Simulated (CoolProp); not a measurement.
Aqueous ammonia as a coolant, 17 % by mass, freezing at -28.0 °C, 1 atm.

Computed with CoolProp (Melinder's fits for secondary coolants).

```json
[
 {"T (°C)": "-25.9", "cp (kJ/(kg K))": "4.276", "Prandtl number": "65.5", "conductivity (W/(m K))": "0.413", "density (kg/m³)": "946.7"},
 {"T (°C)": "-19.6", "cp (kJ/(kg K))": "4.262", "Prandtl number": "…", "conductivity (W/(m K))": "0.425", "density (kg/m³)": "945.6"},
 {"T (°C)": "-13.3", "cp (kJ/(kg K))": "4.249", "Prandtl number": "34.4", "conductivity (W/(m K))": "…", "density (kg/m³)": "944.2"},
 {"T (°C)": "-7.1", "cp (kJ/(kg K))": "…", "Prandtl number": "26.4", "conductivity (W/(m K))": "0.446", "density (kg/m³)": "942.5"},
 {"T (°C)": "-0.8", "cp (kJ/(kg K))": "4.228", "Prandtl number": "20.8", "conductivity (W/(m K))": "0.457", "density (kg/m³)": "940.7"},
 {"T (°C)": "5.4", "cp (kJ/(kg K))": "4.220", "Prandtl number": "16.8", "conductivity (W/(m K))": "0.467", "density (kg/m³)": "938.6"},
 {"T (°C)": "11.7", "cp (kJ/(kg K))": "4.212", "Prandtl number": "13.7", "conductivity (W/(m K))": "0.478", "density (kg/m³)": "936.2"},
 {"T (°C)": "18", "cp (kJ/(kg K))": "4.206", "Prandtl number": "11.3", "conductivity (W/(m K))": "0.489", "density (kg/m³)": "…"},
 {"T (°C)": "24.2", "cp (kJ/(kg K))": "…", "Prandtl number": "9.32", "conductivity (W/(m K))": "0.500", "density (kg/m³)": "…"}
]
```

Q: What belongs in the gaps?

A: 
- -19.6, Prandtl number: 46.4
- -13.3, conductivity (W/(m K)): 0.436
- -7.1, cp (kJ/(kg K)): 4.238
- 18, density (kg/m³): 933.6
- 24.2, cp (kJ/(kg K)): 4.202
- 24.2, density (kg/m³): 930.9
